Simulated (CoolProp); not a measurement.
Dodecamethylpentasiloxane (MD3M) along the isobar 8.55 bar: Z from the reference equation and from simpler models built on Tc = 354.9 °C, pc = 9.540 bar, ω = 0.730; each cubic takes its own stable root.

Model: reference Helmholtz-energy equation of state, Thol 2019, in CoolProp.

```json
[
 {"T (°C)": "202.25", "phase": "liquid", "reference": "0.1203"},
 {"T (°C)": "218.35", "phase": "liquid", "reference": "0.1196"},
 {"T (°C)": "234.35", "phase": "liquid", "reference": "0.1192"},
 {"T (°C)": "250.45", "phase": "liquid", "reference": "0.1193"},
 {"T (°C)": "266.55", "phase": "liquid", "reference": "0.1200"},
 {"T (°C)": "282.55", "phase": "liquid", "reference": "0.1213"},
 {"T (°C)": "298.65", "phase": "liquid", "reference": "0.1236"},
 {"T (°C)": "314.75", "phase": "liquid", "reference": "0.1275"},
 {"T (°C)": "330.75", "phase": "liquid", "reference": "0.1348"}
]
```

Q: How far does each simpler model (van der Waals, Soave-Redlich-Kwong, Peng-Robinson) lie from the reference over these 9 states: mean and median of the absolute difference, and the worst?

A: 
- van der Waals: mean 75.1 %, median 74.8 %, worst +77.9 % at 330.75 °C and 8.55 bar
- Soave-Redlich-Kwong: mean 15.2 %, median 13.6 %, worst +23.3 % at 330.75 °C and 8.55 bar
- Peng-Robinson: mean 2.5 %, median 0.8 %, worst +9.8 % at 330.75 °C and 8.55 bar
